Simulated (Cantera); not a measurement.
Input: 1 mol Al, 4 mol H₂O, 61 mol H₂, held at 2000 K and 1500 Pa.

These are equilibrium values from Cantera (NASA tables, ideal gas, pure condensed phases), not measurements of a reactor. Candidate condensed phases: Al, Al₂O₃, H₂O; 19 gas species. The numbers say what is thermodynamically allowed, not how fast it happens.

Base state: H₂ 0.949, H₂O 0.0382, H 0.0129, OH 5.19e-5 (mole fractions); condensed: Al₂O₃(s).

### Question
What changes in the equilibrium state with this change: temperature from 2000 K to 1873 K?

### Answer
```
species         before    after
-------------  -------  -------
H₂               0.949    0.956
H₂O             0.0382   0.0383
H               0.0129  0.00515
OH             5.19e-5  1.60e-5
Al₂O₃(s), mol    0.500    0.500
```

### Question
What changes in the equilibrium state with this change: Al replaced by Fe?

### Answer
```tsv
species	before	after
H₂	0.949	0.912
H₂O	0.0382	0.0601
Fe	0	0.0150
H	0.0129	0.0127
FeO	0	1.98e-5
OH	5.19e-5	8.35e-5
Al₂O₃(s), mol	0.500	0
```
Further candidate phases: Fe, FeO, Fe(OH)₂, Fe(OH)₃, Fe₂O₃, Fe₃O₄.

### Question
What changes in the equilibrium state with this change: temperature from 2000 K to 873 K?

### Answer
```
species         before   after
-------------  -------  ------
H₂               0.949   0.962
H₂O             0.0382  0.0385
H               0.0129   <1e-9
OH             5.19e-5   <1e-9
Al₂O₃(s), mol    0.500   0.500
```
